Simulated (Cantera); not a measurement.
Charge: 1 mol Al(CH3)3, 1.6 mol NH3, 230 mol N2, equilibrated at 13.3 mbar.

Equilibrium computed with Cantera from the NASA thermochemical tables; the gas is ideal and each condensed phase is pure. Candidate condensed phases: Al, AlN, C, C6H6, C7H8, C8H18; 97 gas species. The feed counts by its element totals alone. Kinetics and transport are ignored.

Question: Which condensed phases are stable at each of these points (T (K)): 973, 1073, 1173, 1273, 1373, 1473, 1573, 1673, 1773, 1873, 1973, 2073?

Answer: 
```csv
T (K),condensed phases,Al condensed (%)
973,AlN(s) + C(graphite),100.0
1073,AlN(s) + C(graphite),100.0
1173,AlN(s) + C(graphite),100.0
1273,AlN(s) + C(graphite),100.0
1373,AlN(s) + C(graphite),100.0
1473,AlN(s) + C(graphite),100.0
1573,AlN(s) + C(graphite),100.0
1673,AlN(s) + C(graphite),99.8
1773,AlN(s) + C(graphite),97.5
1873,AlN(s) + C(graphite),75.3
1973,C(graphite),0.0
2073,C(graphite),0.0
```

From 973 K to 1873 K the condensed part is AlN(s) + C(graphite). From 1973 K to 2073 K the condensed part is C(graphite).
